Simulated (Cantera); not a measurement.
Feed: 1 mol FeS2, 0.42 mol SO2, 1.7 mol H2O, held at 1100 °C and 0.120 bar.

These are equilibrium values from Cantera (NASA tables, ideal gas, pure condensed phases), not measurements of a reactor. Candidate condensed phases: Fe, FeO, Fe(OH)2, Fe(OH)3, FeS, FeSO4, FeS2, Fe2O3, Fe2(SO4)3, Fe3O4, H2O, H2SO4, S; 22 gas species. FeS: taken at fixed stoichiometry. Rates play no part.

### Question
What is the equilibrium state?

### Answer
x(H2O): 0.574
x(SO2): 0.195
x(S2): 0.151
x(H2): 0.0381
x(H2S): 0.0364
x(S2O): 0.00323
x(SO): 0.00163
x(SH): 0.000707
x(S): 9.12e-6
n(FeS(s)): 1.000 mol
gas amount: 2.620 mol
log10 activity of S(l) (absent): -1.93
log10 activity of Fe(γ) (absent): -1.99
log10 activity of Fe(OH)2(s) (absent): -6.97
